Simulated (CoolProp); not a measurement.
R1336mzz(E) at several states: fugacity coefficient from the reference equation and from simpler models built on Tc = 403.5 K, pc = 27.79 bar, ω = 0.413; each cubic takes its own stable root.

Computed with CoolProp (reference Helmholtz-energy equation of state, Akasaka 2023).

```tsv
T (K)	p (bar)	phase	reference	van der Waals	Redlich-Kwong	Soave-Redlich-Kwong	Peng-Robinson
281	0.116	gas	0.9946	0.9971	0.9961	0.9954	0.9952
342.3	12	liquid	0.5161	[?]	[?]	0.5306	[?]
275.4	0.175	gas	0.9913	0.9955	0.9938	0.9926	0.9923
305	0.168	gas	0.9942	0.9965	0.9955	0.9948	0.9945
227.7	19.2	liquid	[?]	0.09726	0.01687	[?]	[?]
339.5	4.84	gas	0.8854	[?]	0.9042	[?]	0.8868
```

Q: Some entries are withheld; supply them.

A: 
- 342.3, van der Waals: 0.8096
- 342.3, Redlich-Kwong: 0.6915
- 342.3, Peng-Robinson: 0.5176
- 227.7, reference: 0.003500
- 227.7, Soave-Redlich-Kwong: 0.003614
- 227.7, Peng-Robinson: 0.003767
- 339.5, van der Waals: 0.9223
- 339.5, Soave-Redlich-Kwong: 0.8937

At some of these states van der Waals gives the other phase, because its saturation line lies elsewhere.
